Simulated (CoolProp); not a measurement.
Saturation properties of ethylene (Tc = 9.2 °C, pc = 50.42 bar, ω = 0.087).

Computed with CoolProp (reference Helmholtz-energy equation of state, Smukala 2000).

```csv
T (°C),p (bar),liquid density (kg/m³),vapour density (kg/m³)
-78.45,[?],529.7,6.873
-70.75,5.019,517.3,9.317
-63.15,[?],504.5,12.34
-55.55,[?],[?],16.09
-47.85,11.38,476.7,20.79
-40.25,14.41,461.4,[?]
-32.65,17.98,445.0,[?]
-24.95,22.21,[?],42.55
-17.35,27.05,406.2,53.85
-9.75,32.62,[?],68.80
```

Q: Some entries are withheld; supply them.

A: 
- -78.45, p (bar): 3.642
- -63.15, p (bar): 6.723
- -55.55, p (bar): 8.816
- -55.55, liquid density (kg/m³): 491.1
- -40.25, vapour density (kg/m³): 26.51
- -32.65, vapour density (kg/m³): 33.58
- -24.95, liquid density (kg/m³): 426.6
- -9.75, liquid density (kg/m³): 382.2

It boils at -103.8 °C under 1 atm.
